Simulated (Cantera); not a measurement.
Input (Python, Cantera):

```python
import numpy as np
import cantera as ct

gas = ct.Solution("gri30.yaml")
gas.TPX = 1075, 500000, {'C3H8': 1, 'O2': 2.78, 'N2': 10.4}
reactor = ct.IdealGasReactor(gas, energy="on", clone=False)
net = ct.ReactorNet([reactor])
net.rtol, net.atol = 1e-08, 1e-16
show = ['C3H8', 'O2', 'H2', 'H2O2', 'OH', 'C2H6']
times = np.geomspace(5e-06, 1, 11)

steps = ct.SolutionArray(gas, extra=["t"])
rows = []
print(f"{'t/s':>10s}{'T/K':>9s}{'P/Pa':>11s}" + "".join(f"{s:>11s}" for s in show))
for t in times:
    while net.time < t:
        t_next = net.step()
        steps.append(gas.state, t=t_next)
    rows.append([np.interp(t, steps.t, y) for y in (steps.T, steps.P, *steps(*show).X.T)])
    print(f"{t:10.3e}{rows[-1][0]:9.1f}{rows[-1][1]:11.4g}" + "".join(f"{x:11.3e}" for x in rows[-1][2:]))
rate = np.gradient(steps.T, steps.t)
print("integrator steps:", len(steps.t))
if steps.T.max() > steps.T[0] + 200:
    print(f"time of steepest temperature rise: {steps.t[rate.argmax()]:.4e} s")
gas.TPX = 1075, 500000, {'C3H8': 1, 'O2': 2.78, 'N2': 10.4}
gas.equilibrate("UV")
print(f"equilibrium (UV): T = {gas.T:.1f} K  " + "  ".join(f"{s} {gas[s].X[0]:.3e}" for s in show))
```

Output:

```
       t/s      T/K       P/Pa       C3H8         O2         H2       H2O2         OH       C2H6
 5.000e-06   1075.0      5e+05  7.052e-02  1.961e-01  7.683e-10  5.670e-10  5.835e-12  1.922e-12
 1.695e-05   1075.0      5e+05  7.052e-02  1.961e-01  3.159e-09  7.358e-09  2.018e-11  8.136e-11
 5.743e-05   1075.0      5e+05  7.052e-02  1.961e-01  1.744e-08  7.913e-08  9.998e-11  3.809e-09
 1.947e-04   1075.0      5e+05  7.051e-02  1.960e-01  2.333e-07  6.083e-07  5.672e-10  2.125e-07
 6.598e-04   1074.9      5e+05  7.046e-02  1.960e-01  2.343e-06  1.880e-06  1.225e-09  5.075e-06
 2.236e-03   1074.9  5.001e+05  7.024e-02  1.959e-01  1.126e-05  2.728e-06  1.512e-09  2.968e-05
 7.579e-03   1074.8  5.004e+05  6.936e-02  1.956e-01  5.381e-05  4.190e-06  2.239e-09  1.291e-04
 2.569e-02   1080.8  5.063e+05  6.327e-02  1.924e-01  6.354e-04  2.122e-05  1.472e-08  8.279e-04
 8.706e-02   2740.8   1.57e+06  4.276e-29  2.479e-05  1.055e-01  2.676e-08  1.650e-03  9.363e-20
 2.951e-01   2740.8   1.57e+06  4.276e-29  2.479e-05  1.055e-01  2.676e-08  1.650e-03  9.363e-20
 1.000e+00   2740.8   1.57e+06  4.276e-29  2.479e-05  1.055e-01  2.676e-08  1.650e-03  9.363e-20
integrator steps: 2461
time of steepest temperature rise: 3.2813e-02 s
equilibrium (UV): T = 2740.8 K  C3H8 5.505e-29  O2 2.479e-05  H2 1.055e-01  H2O2 2.676e-08  OH 1.650e-03  C2H6 1.134e-19
```

Detailed kinetics in Cantera: GRI-Mech 3.0 (53 species, 325 reactions). GRI-Mech 3.0 was tuned for natural gas; its chemistry of propane as a main component is partial and can be far from experiment.
